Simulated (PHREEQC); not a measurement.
A column of 0.2 m (40 cells, dispersivity 0.016 m, 60 s a shift, diffusion coefficient 3e-10 m²/s) holds 0.14 eq of the database's cation exchanger X per kg of pore water, first in equilibrium with 0.0018 mol ZnCl2, 0.018 mol KBr and 1e-05 mol HCl per kg of water. It is flushed with 0.076 mol/kgw MgSO4, 0.044 mol/kgw LiCl and 1e-05 mol/kgw HCl, at 15 °C. Values are for the last cell. CO2 from the air is kept out. No solid was allowed to form.

Base run: PHREEQC, ion-association model, phreeqc.dat. Each further column changes one thing. The table gives Li in solution (mol/kgw).

| pore volumes | base | exchange capacity from 0.14 to 0.07 eq/kgw | dispersivity from 0.016 to 0.032 m |
|---|---|---|---|
| 0 | 0 | 0 | 0 |
| 0.3875 | 9.69e-6 | 6.07e-5 | 0.000377 |
| 0.7625 | 0.00574 | 0.00869 | 0.0102 |
| 1.262 | 0.0266 | 0.0305 | 0.0271 |
| 1.637 | 0.0360 | 0.0387 | 0.0346 |
| 2.013 | 0.0403 | 0.0420 | 0.0388 |
| 2.388 | 0.0422 | 0.0432 | 0.0411 |
| 2.763 | 0.0431 | 0.0437 | 0.0423 |
| 3.263 | 0.0436 | 0.0439 | 0.0432 |
| 3.638 | 0.0438 | 0.0440 | 0.0435 |
| 4.013 | 0.0439 | 0.0440 | 0.0437 |
